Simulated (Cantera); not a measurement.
Mixture: CH3OH : O2 : N2 = 1 : 1.36 : 5.13 (molar parts), at 3.20 bar, adiabatic and at constant volume. Ignition delay is the time to a rise of 400 K.

Computed with Cantera and GRI-Mech 3.0 (53 species, 325 reactions). GRI-Mech 3.0 was tuned for natural gas; its chemistry of methanol as a main component is partial and can be far from experiment.

Q: What does this change do: pressure from 3.20 bar to 0.670 bar?

A: 
```tsv
quantity	before	after
delay at 1275 K	1.04 ms	4.09 ms
delay at 1475 K	89.0 µs	0.362 ms
delay at 1675 K	15.7 µs	65.7 µs
delay at 1875 K	4.32 µs	18.5 µs
apparent activation energy between 1775 and 1975 K	160 kJ/mol	160 kJ/mol
```
